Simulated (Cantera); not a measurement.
A freely propagating, adiabatic, planar premixed flame of 43.1 % H₂, 12.0 % O₂, 44.9 % N₂, unburnt at 600 K and 0.460 bar; mixture-averaged transport, grid criteria slope 0.08 and curve 0.16, no radiation.

Computed with Cantera and the H2/O2 subset of GRI-Mech 3.0, which has no nitrogen chemistry. Burning velocities carry a grid error of a few per cent, more on coarse grids.

Predict: laminar burning velocity; thermal thickness; peak x(OH); peak x(H₂O₂); peak x(H).


- laminar burning velocity: 837 cm/s
- thermal thickness: 1.23 mm
- peak x(OH): 0.00775
- peak x(H₂O₂): 3.33e-6
- peak x(H): 0.113
